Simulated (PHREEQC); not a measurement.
**Metal-bearing waste water: an equilibrium model**

Dissolve 0.25 mmol/kgw CdCl2, 0.77 mmol/kgw CaCl2, 4.7 mmol/kgw NaF and 0.76 mmol/kgw NaCl at 20 °C. Closed to the air; pH follows from the charge balance.

The numbers come from PHREEQC with the ion-association model, phreeqc.dat.

No solid was allowed to form.

**Question.** Predict the pH, specific conductance.

**Answer.** pH 7.19; specific conductance 704 µS/cm.

**Question.** In which forms is Cl present?

**Answer.** Cl- 99 %, CdCl+ 1.3 % of the Cl.

Saturation is exceeded, for instance for Fluorite; the values hold only as long as no solid forms.
